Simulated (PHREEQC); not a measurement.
Arsenic or selenium liquor (model solution)

Make-up at 25 °C: 33 mmol/kgw H2SeO4 and 3.2 mmol/kgw CaCl2. Closed to the air; pH follows from the charge balance.

Equilibrium calculation in PHREEQC: ion-association model, wateq4f.dat.

No solid was allowed to form.

Question: Predict the pH, ionic strength.

Answer: pH 1.38; ionic strength 0.0762 mol/kgw.

Question: In which forms is Se present?

Answer: SeO4-2 51 %, HSeO4- 49 % of the Se.

Species that the database lacks are ignored.
